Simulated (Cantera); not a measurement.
An isothermal, constant-pressure homogeneous reactor starts with 11.4 % NH₃, 88.6 % H₂, at 2175 K and 2670 Pa.

Cantera simulation using the gas-phase N/H chemistry of the illustrative SiF4/NH3 mechanism in the Surface Chemkin manual (1991); the numbers are that mechanism's predictions, not measurements. Walls and surfaces, which speed up NH3 decomposition in real reactors, are not modelled.

x: mole fraction; the columns are a selection and need not sum to one.

| t (s) | x NH₃ | x H₂ | x N₂ | x N₂H₄ | x H | x NH₂ |
|---|---|---|---|---|---|---|
| 5.00e-5 | 0.114 | 0.886 | 3.36e-12 | <1e-12 | 1.41e-5 | 5.86e-6 |
| 0.000264 | 0.114 | 0.886 | 2.85e-9 | 3.00e-12 | 7.53e-5 | 3.00e-5 |
| 0.00139 | 0.113 | 0.886 | 1.38e-6 | 8.15e-11 | 0.000395 | 0.000156 |
| 0.00734 | 0.112 | 0.885 | 0.000442 | 1.23e-9 | 0.00156 | 0.000605 |
| 0.0387 | ___ | 0.893 | ___ | 1.27e-9 | ___ | 0.000615 |
| 0.204 | 0.0468 | 0.921 | 0.0297 | 4.79e-10 | 0.00242 | 0.000378 |
| 1.08 | 0.000194 | 0.935 | 0.0506 | <1e-12 | 0.0146 | 9.31e-6 |
| 5.69 | 5.85e-7 | 0.921 | 0.0503 | <1e-12 | 0.0289 | 5.64e-8 |
| 30.0 | ___ | 0.921 | 0.0503 | <1e-12 | 0.0289 | ___ |

Problem. What belongs in the gaps?

Solution. 
- 0.0387, x NH₃: 0.0973
- 0.0387, x N₂: 0.00699
- 0.0387, x H: 0.00184
- 30.0, x NH₃: 1.07e-7
- 30.0, x NH₂: 1.04e-8
